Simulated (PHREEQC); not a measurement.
A solution holds 5.4 mmol/kgw CuCl2, 1.4 mmol/kgw HCl and 0.19 mmol/kgw FeCl3, at 10 °C. It is in equilibrium with CO2 at log p = -3.4 (atm). Otherwise closed; pH follows from the charge balance.

Computed with PHREEQC (ion-association model, phreeqc.dat).

The ionic strength comes out as 0.0184 mol/kgw. What activity coefficients do Fe(OH)2+, FeCl+2, CuCl+, Cu+2, Fe+3 get?

Fe(OH)2+ 0.88, FeCl+2 0.60, CuCl+ 0.88, Cu+2 0.61, Fe+3 0.37.

This is a speciation only: nothing precipitates in the calculation. Saturation is exceeded, for instance for Hematite (slow to form), Goethite (slow to form); the values hold only as long as no solid forms. At this temperature some constants are extrapolated from 25 °C, and those without enthalpy data are left unchanged.
